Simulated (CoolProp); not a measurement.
Vapour-liquid equilibrium of n-perfluoropentane (1) + n-pentane (2) at 388.1 K; x and y are mole fractions of (1).

Computed with CoolProp (multi-fluid Helmholtz-energy mixture model, Gao 2022 and Thol 2019; pair parameters Bell 2016).

Question: Give the bubble pressure and the first vapour's composition at x = 0.05, 0.5, 0.65. Is there an azeotrope?

Answer: x = 0.05: 0.9681 MPa, y = 0.161; x = 0.5: 1.333 MPa, y = 0.524; x = 0.65: 1.325 MPa, y = 0.615. y crosses x between x = 0.5 and 0.65: the model has an azeotrope there.

The pair parameters rest on a limited set of measurements; away from them the model extrapolates.
